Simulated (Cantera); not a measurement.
# Thermodynamics of carbothermic reduction, feed Fe3O4 + CH4 + H2

A closed system holds: 1 mol Fe3O4, 1.9 mol CH4, 20 mol H2, equilibrated at 36.0 mbar.

Cantera equilibrium calculation (NASA polynomials, part measured and part estimated; ideal gas, pure solids and liquids). Candidate condensed phases: C, C6H6, C7H8, C8H18, Fe, Fe(CO)5, FeO, Fe(OH)2, Fe(OH)3, Fe2O3, Fe3O4, H2O; 114 gas species. The numbers say what is thermodynamically allowed, not how fast it happens.

From 900 K to 1100 K the condensed part is Fe(α). From 1200 K to 1600 K the condensed part is Fe(γ).

```tsv
T (K)	x H2	x H2O	x CO	x CO2	x CH4	x H	x Fe	n Fe(α)	n Fe(γ)
900	0.855	0.0706	0.0617	0.0117	0.000537	5.70e-10	<1e-12	3.00	0
1000	0.852	0.0736	0.0658	0.00815	2.71e-5	1.10e-8	<1e-12	3.00	0
1100	0.850	0.0757	0.0680	0.00597	2.30e-6	1.26e-7	3.50e-11	3.00	0
1200	0.849	0.0771	0.0693	0.00459	2.92e-7	9.58e-7	1.38e-9	0	3.00
1300	0.848	0.0780	0.0703	0.00367	5.10e-8	5.37e-6	3.03e-8	0	3.00
1400	0.847	0.0787	0.0709	0.00303	1.14e-8	2.36e-5	4.26e-7	0	3.00
1500	0.847	0.0791	0.0713	0.00258	3.13e-9	8.54e-5	4.17e-6	0	3.00
1600	0.846	0.0795	0.0717	0.00224	1.01e-9	0.000264	3.05e-5	0	3.00
```
x: gas mole fraction; n: condensed amount in mol.
